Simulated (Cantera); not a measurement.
Cantera run, input and output.

```python
import numpy as np
import cantera as ct

surf = ct.Interface("diamond.yaml", "diamond_100")
gas, bulk = surf.adjacent["gas"], surf.adjacent["diamond"]
k = surf.kinetics_species_index(bulk.species_names[0])
cover = ["c6HH", "c6H*", "c6*H", "c6**", "c6HM", "c6B"]

rows, drift = [], 0.0
print(f"{'xCH3':>10s}{'um/h':>11s}" + "".join(f"{s:>11s}" for s in cover))
for v in [1e-06, 2.5e-06, 6.4e-06, 1.6e-05, 4.1e-05, 0.00011, 0.00027, 0.00068, 0.0017]:
    T, P, xH, xCH3 = 1225, 1100, 0.0017, v
    gas.TPX = T, P, {"H": xH, "CH3": xCH3, "CH4": 0.0022, "H2": 1 - xH - xCH3 - 0.0022}
    surf.TP = bulk.TP = T, P
    surf.coverages = "c6H*:0.1, c6HH:0.9"
    surf.advance_coverages(100.0)
    before = surf.coverages
    surf.advance_coverages(100.0)
    drift = max(drift, np.max(np.abs(surf.coverages - before) / (surf.coverages + 1e-9)))
    rate = surf.net_production_rates[k] * bulk.mean_molecular_weight / bulk.density * 3.6e9
    rows.append([rate, *surf[cover].coverages])
    print(f"{v:10.4g}{rate:11.4e}" + "".join(f"{x:11.3e}" for x in rows[-1][1:]))
```

Result:

```
      xCH3       um/h       c6HH       c6H*       c6*H       c6**       c6HM        c6B
     1e-06 9.7145e-04  4.399e-01  4.030e-02  4.917e-01  2.807e-02  2.236e-06  2.636e-12
   2.5e-06 2.4282e-03  4.399e-01  4.030e-02  4.917e-01  2.806e-02  5.589e-06  6.589e-12
   6.4e-06 6.2137e-03  4.399e-01  4.030e-02  4.917e-01  2.805e-02  1.431e-05  1.686e-11
   1.6e-05 1.5518e-02  4.399e-01  4.029e-02  4.917e-01  2.802e-02  3.575e-05  4.211e-11
   4.1e-05 3.9660e-02  4.398e-01  4.029e-02  4.916e-01  2.793e-02  9.150e-05  1.076e-10
   0.00011 1.0563e-01  4.396e-01  4.026e-02  4.913e-01  2.770e-02  2.447e-04  2.866e-10
   0.00027 2.5499e-01  4.392e-01  4.021e-02  4.907e-01  2.719e-02  5.962e-04  6.919e-10
   0.00068 6.1625e-01  4.383e-01  4.009e-02  4.892e-01  2.595e-02  1.475e-03  1.672e-09
    0.0017 1.4020e+00  4.362e-01  3.982e-02  4.858e-01  2.330e-02  3.545e-03  3.804e-09
```

Computed with Cantera and the Harris–Goodwin 1993 mechanism for the reconstructed diamond (100) surface.
